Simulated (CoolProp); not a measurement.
Vapour pressure (bar) of fluorine: the reference equation beside estimates from Tc = 144.4 K, pc = 52.40 bar, ω = 0.045. Clausius-Clapeyron is anchored at 113.8 K with a constant enthalpy of vaporisation of 5.275 kJ/mol.

The numbers come from the reference Helmholtz-energy equation of state, de Reuck 1990 in CoolProp.

```json
[
 {"T (K)": "108.7", "reference": "8.148", "Lee-Kesler": "8.229", "Clausius-Clapeyron": "8.734", "van der Waals": "15.06"},
 {"T (K)": "111.2", "reference": "9.620", "Lee-Kesler": "9.707", "Clausius-Clapeyron": "9.959", "van der Waals": "16.79"},
 {"T (K)": "113.8", "reference": "11.35", "Lee-Kesler": "11.44", "Clausius-Clapeyron": "11.35", "van der Waals": "18.72"},
 {"T (K)": "116.4", "reference": "13.28", "Lee-Kesler": "13.37", "Clausius-Clapeyron": "12.85", "van der Waals": "20.79"},
 {"T (K)": "118.9", "reference": "15.36", "Lee-Kesler": "15.45", "Clausius-Clapeyron": "14.41", "van der Waals": "22.91"},
 {"T (K)": "121.5", "reference": "17.75", "Lee-Kesler": "17.84", "Clausius-Clapeyron": "16.15", "van der Waals": "25.25"},
 {"T (K)": "124", "reference": "20.30", "Lee-Kesler": "20.38", "Clausius-Clapeyron": "17.95", "van der Waals": "27.64"},
 {"T (K)": "126.6", "reference": "23.22", "Lee-Kesler": "23.29", "Clausius-Clapeyron": "19.94", "van der Waals": "30.27"},
 {"T (K)": "129.2", "reference": "26.43", "Lee-Kesler": "26.49", "Clausius-Clapeyron": "22.05", "van der Waals": "33.05"},
 {"T (K)": "131.7", "reference": "29.80", "Lee-Kesler": "29.86", "Clausius-Clapeyron": "24.20", "van der Waals": "35.86"},
 {"T (K)": "134.3", "reference": "33.64", "Lee-Kesler": "33.70", "Clausius-Clapeyron": "26.57", "van der Waals": "38.93"},
 {"T (K)": "136.9", "reference": "37.84", "Lee-Kesler": "37.90", "Clausius-Clapeyron": "29.06", "van der Waals": "42.16"},
 {"T (K)": "139.4", "reference": "42.24", "Lee-Kesler": "42.31", "Clausius-Clapeyron": "31.58", "van der Waals": "45.42"}
]
```

Absolute difference from the reference over all 13 rows, mean and median: Lee-Kesler 0.5 and 0.4 %, Clausius-Clapeyron 12.3 and 11.6 %, van der Waals 39.9 and 36.2 %.
